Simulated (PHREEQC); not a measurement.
Make-up at 25 °C: 17 mmol/kgw NaH2PO4. Closed to the air; pH follows from the charge balance.

All values are PHREEQC results (ion-association model, wateq4f.dat), not measurements.

| Quantity | Result |
|---|---|
| pH | 4.66 |
| ionic strength | 0.0171 mol/kgw |

```json
[
 {"species": "Na+", "molality": "0.0170", "activity": "0.0150", "log γ": "-0.056"},
 {"species": "H2PO4-", "molality": "0.0169", "activity": "0.0149", "log γ": "-0.054"},
 {"species": "HPO4-2", "molality": "7.05e-5", "activity": "4.25e-5", "log γ": "-0.220"},
 {"species": "H3PO4", "molality": "4.76e-5", "activity": "4.78e-5", "log γ": "0.002"},
 {"species": "H+", "molality": "2.43e-5", "activity": "2.18e-5", "log γ": "-0.048"},
 {"species": "NaHPO4-", "molality": "1.40e-6", "activity": "1.24e-6", "log γ": "-0.054"}
]
```

No solid was allowed to form. Species that the database lacks are ignored. H3PO4, which wateq4f.dat lacks, is added to it with the constant of phreeqc.dat.
